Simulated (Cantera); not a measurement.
Input (Python, Cantera):

```python
import numpy as np
import cantera as ct

gas = ct.Solution("gri30.yaml")


def delay(T, t_max=10):
    gas.TPX = T, 36000, {'CH3OH': 1, 'O2': 2.17, 'N2': 8.17}
    reactor = ct.IdealGasConstPressureReactor(gas, clone=False)
    net = ct.ReactorNet([reactor])
    net.rtol, net.atol = 1e-8, 1e-16
    while net.time < t_max:
        t_old, T_old = net.time, reactor.T
        net.step()
        if reactor.T > T + 400:  # ignition: a rise of 400 K
            return t_old + (T + 400 - T_old) / (reactor.T - T_old) * (net.time - t_old)
    return np.nan


taus = []
for T in [1173, 1223, 1273, 1323, 1373, 1423, 1473]:
    taus.append(delay(T))
    print(f"T0 = {T:6g} K   tau = {taus[-1]:.4e} s")
```

Output:

```
T0 =   1173 K   tau = 4.1462e-02 s
T0 =   1223 K   tau = 1.8350e-02 s
T0 =   1273 K   tau = 8.7533e-03 s
T0 =   1323 K   tau = 4.4754e-03 s
T0 =   1373 K   tau = 2.4396e-03 s
T0 =   1423 K   tau = 1.4103e-03 s
T0 =   1473 K   tau = 8.5940e-04 s
```

Detailed kinetics in Cantera: GRI-Mech 3.0 (53 species, 325 reactions). GRI-Mech 3.0 was tuned for natural gas; its chemistry of methanol as a main component is partial and can be far from experiment.
